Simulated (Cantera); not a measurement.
Input (Python, Cantera) and output of one run.

```python
import numpy as np
import cantera as ct

gas_names = """
    H HO2 H2 H2O H2O2 H2S H2SO4 O OH O2 O3 S SH SO SO2 SO3 S2 S2O S8
""".split()
cond_names = """
    H2O(s) H2O(L) H2SO4(L) S(cr1) S(cr2) S(L)
""".split()


# ... load() reads the species with a 1 bar reference pressure and builds the phases ...
atoms = {
    'S': {'S': 1},
    'O2': {'O': 2},
    'H2': {'H': 2},
}
top_T = {}  # K; cautious upper limits of use, not melting points


# ... equilibrate(T, P, feed) seeds the gas with the atoms and calls Mixture.equilibrate('TP', solver="vcs", rtol=1e-11, max_steps=5000) ...
results = []
feed = {'S': 1, 'O2': 4.2, 'H2': 6.4}  # mol
P = 94  # Pa
for T in [923, 1023, 1123, 1223, 1323, 1423, 1523, 1623, 1723, 1823, 1923, 2023]:
    mix = equilibrate(T, P, feed)
    results.append((T, P, feed, dict(zip(mix.species_names, mix.species_moles))))

top = {s: max(r[3][s] / sum(r[3][g] for g in gas_names) for r in results) for s in gas_names}
cols = sorted((s for s in top if top[s] > 1e-05), key=lambda s: -top[s])[:9]
seen = [c for c in cond_names if any(r[3].get(c, 0) > 1e-12 for r in results)]
print("log10 of partial pressures in bar; condensed amounts in mol")
print(f"{'T/K':>10s}" + "".join(f"{s[:9]:>10s}" for s in cols + seen))
for T, P, feed, n in results:
    ng = sum(n[g] for g in gas_names)
    print(f"{T:10.4g}" + "".join(f"{np.log10(max(n[s] / ng * P / 1e5, 1e-99)):10.3f}" for s in cols)
          + "".join(f"{n.get(c, 0):10.4g}" for c in seen))
```

It prints:

```
log10 of partial pressures in bar; condensed amounts in mol
       T/K       H2O       SO2        H2        O2        OH         H        SO         O         S
       923    -3.090    -3.896    -8.718   -11.018   -11.277   -13.971   -11.422   -16.413   -18.628
      1023    -3.090    -3.896    -8.250    -9.214    -9.928   -12.508   -10.651   -14.114   -17.237
      1123    -3.090    -3.896    -7.671    -8.116    -8.914   -11.206    -9.825   -12.415   -15.707
      1223    -3.090    -3.896    -7.073    -7.418    -8.121   -10.058    -9.024   -11.103   -14.206
      1323    -3.090    -3.896    -6.542    -6.870    -7.458    -9.071    -8.323   -10.010   -12.888
      1423    -3.091    -3.896    -6.081    -6.408    -6.891    -8.218    -7.716    -9.075   -11.746
      1523    -3.092    -3.897    -5.679    -6.008    -6.399    -7.476    -7.189    -8.262   -10.753
      1623    -3.094    -3.898    -5.328    -5.658    -5.969    -6.824    -6.727    -7.550    -9.881
      1723    -3.099    -3.901    -5.018    -5.349    -5.590    -6.248    -6.320    -6.920    -9.112
      1823    -3.108    -3.906    -4.746    -5.077    -5.255    -5.736    -5.960    -6.360    -8.428
      1923    -3.123    -3.916    -4.508    -4.836    -4.960    -5.280    -5.641    -5.860    -7.816
      2023    -3.150    -3.933    -4.302    -4.626    -4.703    -4.872    -5.359    -5.412    -7.267
```

Method: chemical equilibrium by Gibbs-energy minimisation in Cantera with the NASA 1993 tables (ideal gas, pure condensed phases).
